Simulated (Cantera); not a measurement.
An isothermal, constant-pressure homogeneous reactor starts with 20.0 % NH3, 80.0 % N2, at 1900 K and 1.58 atm.

Computed with Cantera and the gas-phase N/H chemistry of the illustrative SiF4/NH3 mechanism in the Surface Chemkin manual (1991). Walls and surfaces, which speed up NH3 decomposition in real reactors, are not modelled.

x: mole fraction; the columns are a selection and need not sum to one.

```tsv
t (s)	x NH3	x N	x NH2	x N2	x NH
1.00e-5	0.200	4.77e-12	[?]	0.800	8.97e-9
3.35e-5	0.200	2.10e-10	[?]	0.800	1.45e-7
0.000112	0.200	2.07e-9	[?]	0.800	1.07e-6
0.000377	0.199	8.80e-9	0.000358	0.800	2.29e-6
0.00126	0.197	2.85e-8	0.000347	0.799	2.71e-6
0.00423	0.189	9.02e-8	[?]	0.797	3.40e-6
0.0142	0.166	2.01e-7	[?]	0.791	4.00e-6
0.0475	0.110	2.77e-7	[?]	0.778	3.77e-6
0.159	0.0376	2.55e-7	[?]	0.759	2.38e-6
0.534	0.00520	1.12e-7	[?]	0.751	7.03e-7
1.79	0.000803	2.52e-8	[?]	0.750	1.39e-7
6.00	0.000192	6.26e-9	[?]	0.750	3.40e-8
```

Q: Fill in the missing entries.

A: 
- 1.00e-5, x NH2: 2.13e-5
- 3.35e-5, x NH2: 7.12e-5
- 0.000112, x NH2: 0.000216
- 0.00423, x NH2: 0.000311
- 0.0142, x NH2: 0.000257
- 0.0475, x NH2: 0.000182
- 0.159, x NH2: 8.08e-5
- 0.534, x NH2: 1.61e-5
- 1.79, x NH2: 2.81e-6
- 6.00, x NH2: 6.79e-7
